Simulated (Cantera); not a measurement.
Mixture: 11.6 % CH₄, 9.15 % CO, 21.3 % O₂, 57.9 % N₂, at 420000 Pa, adiabatic and at constant volume. Ignition delay is the time to a rise of 400 K.

Detailed kinetics in Cantera: GRI-Mech 3.0 (53 species, 325 reactions).

Question: Predict: delay at 1225 K; delay at 1325 K; delay at 1425 K; delay at 1525 K; delay at 1625 K; apparent activation energy between 1525 and 1625 K.

Answer: 
```
Property                                                 Value
--------------------------------------------------  ----------
delay at 1225 K                                        11.4 ms
delay at 1325 K                                        2.87 ms
delay at 1425 K                                       0.836 ms
delay at 1525 K                                       0.278 ms
delay at 1625 K                                       0.106 ms
apparent activation energy between 1525 and 1625 K  200 kJ/mol
```
